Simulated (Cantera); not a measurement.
# Low-pressure radical oxidation in H2/O2

An isothermal, constant-pressure homogeneous reactor starts with 9.09 % H2, 90.9 % O2, at 1073 K and 0.0132 atm.

Detailed kinetics in Cantera: GRI-Mech 3.0 (53 species, 325 reactions). Radical loss at walls, strong at low pressure, is not modelled. The temperature is held fixed by assumption; the heat of reaction is taken as removed at once.

```tsv
t (s)	x H2	x O2	x H	x H2O	x O	x H2O2
3.00e-5	0.0909	0.909	1.36e-10	4.77e-12	2.29e-11	<1e-12
8.77e-5	0.0909	0.909	3.72e-10	8.92e-11	1.67e-10	<1e-12
0.000256	0.0909	0.909	1.51e-9	1.55e-9	1.34e-9	<1e-12
0.000750	0.0909	0.909	3.26e-8	6.49e-8	3.58e-8	3.24e-12
0.00219	0.0904	0.909	0.000172	0.000364	0.000190	9.93e-10
0.00641	0.00244	0.862	0.0197	0.0780	0.0344	1.56e-7
0.0187	0.00105	0.887	0.00549	0.0891	0.0152	1.77e-7
0.0548	0.000197	0.901	0.000424	0.0942	0.00285	1.73e-7
0.160	2.26e-5	0.904	1.69e-5	0.0950	0.000335	1.07e-7
0.468	2.86e-6	0.905	8.23e-7	0.0952	4.45e-5	4.58e-8
1.37	4.88e-7	0.905	6.28e-8	0.0952	8.00e-6	1.73e-8
4.00	1.08e-7	0.905	6.94e-9	0.0952	1.84e-6	6.28e-9
```
x: mole fraction; the columns are a selection and need not sum to one.

Equilibrium at this temperature and pressure: H2 5.81e-10, O2 0.905, H 2.94e-12, H2O 0.0952, O 1.03e-8, H2O2 7.04e-11 (gas phase only).
